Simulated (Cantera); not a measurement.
An isothermal, constant-pressure homogeneous reactor starts with CH4 : H2 : N2 = 0.034 : 1 : 0.00012 (molar parts), at 2275 K and 20.0 Torr. Integrator tolerance rtol = 1e-08.

Model: GRI-Mech 3.0 (53 species, 325 reactions), integrated in Cantera. GRI-Mech 3.0 stops at C3 and has no aromatics, soot or wall deposition, so with more carbon than oxygen in the feed, carbon stays in small species such as C2H2 where larger ones or solid carbon would form. Radical loss at walls, strong at low pressure, is not modelled.

What does this change do: pressure from 20.0 Torr to 173 Torr?


```tsv
quantity	before	after
x(CH4) at 1.00 s	1.08e-5 (gas-phase equilibrium 1.08e-5)	9.91e-5 (gas-phase equilibrium 9.91e-5)
x(H2) at 1.00 s	0.934 (gas-phase equilibrium 0.934)	0.967 (gas-phase equilibrium 0.967)
x(CH2) at 1.00 s	8.86e-7 (gas-phase equilibrium 8.90e-7)	9.12e-7 (gas-phase equilibrium 9.12e-7)
x(C2H) at 1.00 s	3.54e-5 (gas-phase equilibrium 3.52e-5)	1.20e-5 (gas-phase equilibrium 1.19e-5)
x(H) at 1.00 s	0.0506 (gas-phase equilibrium 0.0506)	0.0175 (gas-phase equilibrium 0.0175)
x(HCN) at 1.00 s	2.42e-7 (gas-phase equilibrium 0.000209)	5.31e-7 (gas-phase equilibrium 0.000213)
```
